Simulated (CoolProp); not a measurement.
Vapour-liquid equilibrium of nitrogen (1) + oxygen (2) at -188.35 °C; x and y are mole fractions of (1).

Values from CoolProp's multi-fluid Helmholtz-energy mixture model, Span 2000 and Schmidt 1985; pair parameters Gernert 2013.

Problem. Give the bubble pressure and the first vapour's composition at x = 0.35, 0.65, 0.95. Is there an azeotrope?

Solution. x = 0.35: 0.1195 MPa, y = 0.680; x = 0.65: 0.1672 MPa, y = 0.867; x = 0.95: 0.2160 MPa, y = 0.984. No azeotrope shows between x = 0.05 and 0.95.

Pair parameters are fitted to limited data, so mixtures are less certain than the pure fluids.
